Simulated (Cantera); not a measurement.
## Ammonia decomposition in nitride growth gas

An isothermal, constant-pressure homogeneous reactor starts with 33.3 % NH₃, 66.7 % H₂, at 1500 K and 0.0960 bar.

Computed with Cantera and the gas-phase N/H chemistry of the illustrative SiF4/NH3 mechanism in the Surface Chemkin manual (1991). Walls and surfaces, which speed up NH3 decomposition in real reactors, are not modelled.

```tsv
t (s)	x NH₃	x H₂	x N₂H₄	x N₂	x H
2.00e-5	0.333	0.667	<1e-12	<1e-12	4.36e-9
0.000138	0.333	0.667	<1e-12	<1e-12	2.98e-8
0.000946	0.333	0.667	<1e-12	2.11e-12	2.05e-7
0.00650	0.333	0.667	2.54e-11	1.78e-9	1.41e-6
0.0447	0.333	0.667	1.17e-9	7.15e-7	9.45e-6
0.308	0.333	0.667	7.97e-9	8.27e-5	2.48e-5
2.11	0.331	0.668	7.94e-9	0.000819	2.49e-5
14.5	0.318	0.676	7.47e-9	0.00569	2.55e-5
100	0.248	0.720	5.11e-9	0.0320	2.88e-5
```
x: mole fraction; the columns are a selection and need not sum to one.

Equilibrium at this temperature and pressure: NH₃ 1.70e-6, H₂ 0.875, N₂H₄ <1e-12, N₂ 0.125, H 5.35e-5 (gas phase only).
